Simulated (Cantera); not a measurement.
An isothermal, constant-pressure homogeneous reactor starts with NO : N₂ = 1 : 1 (molar parts), at 1725 K and 74.3 Torr. Integrator tolerance rtol = 1e-08.

Detailed kinetics in Cantera: GRI-Mech 3.0 (53 species, 325 reactions).

```json
[
 {"quantity": "x(NO) at 200 s", "before": "0.0874 (gas-phase equilibrium 0.00339)", "after": "0.210 (gas-phase equilibrium 0.00339)"},
 {"quantity": "x(O₂) at 200 s", "before": "0.206 (gas-phase equilibrium 0.248)", "after": "0.145 (gas-phase equilibrium 0.248)"},
 {"quantity": "x(N₂) at 200 s", "before": "0.706 (gas-phase equilibrium 0.748)", "after": "0.645 (gas-phase equilibrium 0.748)"},
 {"quantity": "x(O) at 200 s", "before": "8.47e-5 (gas-phase equilibrium 9.25e-5)", "after": "0.000125 (gas-phase equilibrium 0.000160)"},
 {"quantity": "x(NO₂) at 200 s", "before": "8.03e-5 (gas-phase equilibrium 3.42e-6)", "after": "9.25e-5 (gas-phase equilibrium 1.97e-6)"},
 {"quantity": "x(N₂O) at 200 s", "before": "2.56e-6 (gas-phase equilibrium 6.05e-8)", "after": "1.35e-5 (gas-phase equilibrium 3.49e-8)"}
]
```

Problem. Name the change that produced these shifts.
A) NO 1 to 0.24 parts
B) pressure from 74.3 Torr to 825 Torr
C) pressure from 74.3 Torr to 24.8 Torr
D) N2 1 to 0.68 parts

Solution. C, pressure from 74.3 Torr to 24.8 Torr
